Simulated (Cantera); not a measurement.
Cantera run:

```python
import numpy as np
import cantera as ct

gas_names = """
    O O2 O3 S SO SO2 SO3 S2 S2O S8
""".split()
cond_names = """
    S(cr1) S(cr2) S(L)
""".split()


# ... load() reads the species with a 1 bar reference pressure and builds the phases ...
atoms = {
    'SO2': {'S': 1, 'O': 2},
    'O2': {'O': 2},
}
top_T = {}  # K; cautious upper limits of use, not melting points


# ... equilibrate(T, P, feed) seeds the gas with the atoms and calls Mixture.equilibrate('TP', solver="vcs", rtol=1e-11, max_steps=5000) ...
results = []
T = 2100  # K
P = 27000000  # Pa
for m in [0.074, 0.1, 0.15, 0.2, 0.29, 0.4, 0.56, 0.79, 1.1, 1.5, 2.2, 3, 4.2]:
    feed = {'SO2': 1, 'O2': m}  # mol
    mix = equilibrate(T, P, feed)
    results.append((T, P, feed, dict(zip(mix.species_names, mix.species_moles))))

top = {s: max(r[3][s] / sum(r[3][g] for g in gas_names) for r in results) for s in gas_names}
cols = sorted((s for s in top if top[s] > 1e-05), key=lambda s: -top[s])[:9]
seen = [c for c in cond_names if any(r[3].get(c, 0) > 1e-12 for r in results)]
print("log10 of partial pressures in bar; condensed amounts in mol")
print(f"{'n(O2)':>10s}" + "".join(f"{s[:9]:>10s}" for s in cols + seen))
for T, P, feed, n in results:
    ng = sum(n[g] for g in gas_names)
    print(f"{feed['O2']:10.4g}" + "".join(f"{np.log10(max(n[s] / ng * P / 1e5, 1e-99)):10.3f}" for s in cols)
          + "".join(f"{n.get(c, 0):10.4g}" for c in seen))
```

Result:

```
log10 of partial pressures in bar; condensed amounts in mol
     n(O2)       SO2        O2       SO3        SO         O
     0.074     2.396     1.220     0.640    -1.667    -2.247
       0.1     2.385     1.348     0.693    -1.743    -2.183
      0.15     2.365     1.515     0.756    -1.846    -2.099
       0.2     2.345     1.628     0.792    -1.922    -2.043
      0.29     2.312     1.764     0.828    -2.023    -1.975
       0.4     2.275     1.873     0.845    -2.115    -1.920
      0.56     2.226     1.976     0.848    -2.215    -1.869
      0.79     2.164     2.069     0.832    -2.324    -1.822
       1.1     2.093     2.146     0.799    -2.434    -1.784
       1.5     2.015     2.206     0.752    -2.542    -1.754
       2.2     1.905     2.267     0.672    -2.682    -1.723
         3     1.807     2.305     0.593    -2.799    -1.704
       4.2     1.691     2.338     0.494    -2.931    -1.688
```

Equilibrium computed with Cantera from the NASA thermochemical tables; the gas is ideal and each condensed phase is pure. The ideal-gas law is rough above about 30 bar.
